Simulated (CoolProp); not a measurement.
A single-stage vapour-compression cycle with propane: evaporating at 258.15 K (dew point), condensing at 283.15 K (bubble point), superheat 10 K, subcooling 8 K, compressor efficiency 0.9, no pressure losses. Each further row changes one setting.

The numbers come from the reference Helmholtz-energy equation of state, Lemmon 2009 in CoolProp.

```
case                              cooling COP  pressure ratio  discharge temperature (K)  refrigerating effect (kJ/kg)  volumetric capacity (kJ/m³)
--------------------------------  -----------  --------------  -------------------------  ----------------------------  ---------------------------
as stated                                8.76            2.18                      299.8                           369                         2290
evaporating temperature 263.15 K         11.4            1.84                      298.2                           375                         2730
condensing temperature 278.15 K          11.2            1.89                      293.8                           382                         2360
subcooling 13 K                          9.06            2.18                      299.8                           382                         2360
superheat 20 K                           8.75            2.18                      309.8                           386                         2280
compressor efficiency 0.8                7.79            2.18                      302.7                           369                         2290
```
